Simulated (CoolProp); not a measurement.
R134a along the isotherm 392.8 K: fugacity coefficient from the reference equation and from simpler models built on Tc = 374.2 K, pc = 40.59 bar, ω = 0.327; each cubic takes its own stable root.

Computed with CoolProp (reference Helmholtz-energy equation of state, Tillner-Roth 1994).

```
p (bar)          phase  reference
-------  -------------  ---------
45.1     supercritical     0.6858
90.2     supercritical     0.4396
135      supercritical     0.3444
180      supercritical     0.2992
226      supercritical     0.2749
271      supercritical     0.2623
316      supercritical     0.2564
361      supercritical     0.2551
406      supercritical     0.2571
```

Problem. How far does each simpler model (van der Waals, Redlich-Kwong, Peng-Robinson) lie from the reference over these 9 states: mean and median of the absolute difference, and the worst?

Solution. 
- van der Waals: mean 28.5 %, median 27.7 %, worst +58.2 % at 392.8 K and 406 bar
- Redlich-Kwong: mean 8.1 %, median 8.8 %, worst +14.7 % at 392.8 K and 406 bar
- Peng-Robinson: mean 2.3 %, median 2.8 %, worst +3.1 % at 392.8 K and 316 bar
